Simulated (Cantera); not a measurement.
A perfectly stirred reactor is fed with 5.88 % CH4, 94.1 % H2, at 0.270 bar; it is held at 1800 K, and followed from long to short residence time.

Computed with Cantera and GRI-Mech 3.0 (53 species, 325 reactions). GRI-Mech 3.0 stops at C3 and has no aromatics, soot or wall deposition, so with more carbon than oxygen in the feed, carbon stays in small species such as C2H2 where larger ones or solid carbon would form.

x: mole fraction; the columns are a selection and need not sum to one.

```tsv
τ (s)	x CH4	x H2	x CH2	x C2H4	x H	x C2H6	x C2H2
4.6	0.00503	0.969	5.51e-8	0.000155	0.000678	1.61e-7	0.0252
1.9	[?]	0.968	[?]	0.000151	0.000674	[?]	0.0242
0.77	0.0106	0.966	1.11e-7	0.000145	0.000667	6.37e-7	0.0225
0.32	0.0156	0.963	1.57e-7	0.000141	0.000658	1.32e-6	0.0202
0.13	[?]	0.960	[?]	0.000140	0.000646	[?]	[?]
0.054	0.0310	0.955	2.82e-7	0.000148	0.000632	4.96e-6	0.0128
0.022	0.0403	0.950	3.43e-7	0.000166	0.000615	8.08e-6	0.00832
0.0092	0.0481	0.946	3.82e-7	0.000184	0.000596	1.10e-5	0.00459
```

Question: Complete the blanks.

Answer: 
- 1.9, x CH4: 0.00719
- 1.9, x CH2: 7.72e-8
- 1.9, x C2H6: 3.05e-7
- 0.13, x CH4: 0.0226
- 0.13, x CH2: 2.17e-7
- 0.13, x C2H6: 2.70e-6
- 0.13, x C2H2: 0.0168
